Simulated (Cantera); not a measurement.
Cantera with NASA thermochemical tables; ideal gases at 1 bar, condensed phases pure. Values are per mole of reaction as written; species without (g) are pure solids or liquids, kept so even where they would boil at 1 bar.

5 N(g) + 2 Ta2O5 = 5 NO2(g) + 4 Ta

| T (K) | ΔH° (kJ) | ΔS° (J/K) | ΔG° (kJ) | log10 K |
|---|---|---|---|---|
| 300 | ___ | ___ | ___ | ___ |
| 573 | 1874.1 | 253.7 | 1728.8 | -157.59 |
| 673 | 1864.8 | 238.6 | 1704.2 | -132.27 |
| 773 | 1855.5 | 225.7 | 1681.0 | -113.59 |
| 873 | ___ | ___ | ___ | ___ |
| 973 | 1837.0 | 204.5 | 1638.1 | -87.94 |
| 1073 | 1827.8 | 195.4 | 1618.1 | -78.77 |
| 1173 | 1818.5 | 187.2 | 1599.0 | -71.20 |

### Question
Fill in the missing entries.

### Answer

- 300, ΔH° (kJ): 1899.4
- 300, ΔS° (J/K): 313.3
- 300, ΔG° (kJ): 1805.4
- 300, log10 K: -314.34
- 873, ΔH° (kJ): 1846.2
- 873, ΔS° (J/K): 214.5
- 873, ΔG° (kJ): 1659.0
- 873, log10 K: -99.26
